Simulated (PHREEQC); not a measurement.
Solution (20 °C): 100 mmol/kgw HF, 130 mmol/kgw NH4HF2, 100 mmol/kgw H2SiF6 and 41 mmol/kgw HCl. Closed to the air; pH follows from the charge balance.

All values are PHREEQC results (ion-association model, phreeqc.dat), not measurements.

The ionic strength comes out as 0.351 mol/kgw. What activity coefficients do HF2-, F-, H+, Cl-, NH4+ get?

HF2- 0.73, F- 0.66, H+ 0.78, Cl- 0.68, NH4+ 0.63.

This is a speciation only: nothing precipitates in the calculation. SiF6-2 is the database's only silicon fluoride.
